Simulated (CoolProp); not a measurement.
1,2-dichloroethane at several states: Z from the reference equation and from simpler models built on Tc = 561.6 K, pc = 5226 kPa, ω = 0.269; each cubic takes its own stable root.

Model: reference Helmholtz-energy equation of state, Thol 2015, in CoolProp.

```csv
T (K),p (kPa),phase,reference,Redlich-Kwong,Soave-Redlich-Kwong
304.1,992,liquid,0.03137,0.03694,0.03600
375.4,14100,liquid,0.3890,0.4530,0.4404
343.6,31.4,gas,0.9899,0.9920,0.9910
```
